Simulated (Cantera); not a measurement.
**Thermodynamics of chemical vapour transport, feed Al + H2O + H2 + I2**

Feed: 1 mol Al, 0.016 mol H2O, 5.9 mol H2, 2 mol I2, at 0.0100 bar.

Cantera equilibrium calculation (NASA polynomials, part measured and part estimated; ideal gas, pure solids and liquids). Candidate condensed phases: Al, AlI3, Al2O3, H2O, I2; 25 gas species. Equilibrium is a limit: real reactors are often held back by kinetics, nucleation or transport.

| T (K) | x H2 | x I | x AlI3 | x AlI | x HI | x H | x I2 | x Al | n Al2O3(s) |
|---|---|---|---|---|---|---|---|---|---|
| 1273 | 0.720 | 0.0789 | 0.116 | 0.0110 | 0.0744 | 6.05e-6 | 0.000378 | 1.94e-9 | 0.00533 |
| 1323 | 0.696 | 0.107 | 0.0958 | 0.0268 | 0.0735 | 1.32e-5 | 0.000401 | 1.32e-8 | 0.00533 |
| 1373 | 0.663 | 0.146 | 0.0680 | 0.0491 | 0.0737 | 2.71e-5 | 0.000443 | 6.09e-8 | 0.00533 |
| 1423 | 0.629 | 0.188 | 0.0390 | 0.0722 | 0.0714 | 5.27e-5 | 0.000458 | 2.19e-7 | 0.00533 |
| 1473 | 0.605 | 0.223 | 0.0175 | 0.0890 | 0.0652 | 9.84e-5 | 0.000414 | 6.64e-7 | 0.00533 |
| 1523 | 0.593 | 0.246 | 0.00656 | 0.0974 | 0.0567 | 0.000178 | 0.000331 | 1.79e-6 | 0.00533 |
| 1573 | 0.590 | 0.259 | 0.00230 | 0.100 | 0.0481 | 0.000312 | 0.000249 | 4.48e-6 | 0.00533 |
| 1623 | 0.589 | 0.268 | 0.000814 | 0.101 | 0.0407 | 0.000530 | 0.000184 | 1.05e-5 | 0.00532 |
x: gas mole fraction; n: condensed amount in mol.

From 1273 K to 1623 K the condensed part is Al2O3(s). The main Al-bearing gas is AlI3 at 1273 K and AlI at 1623 K.
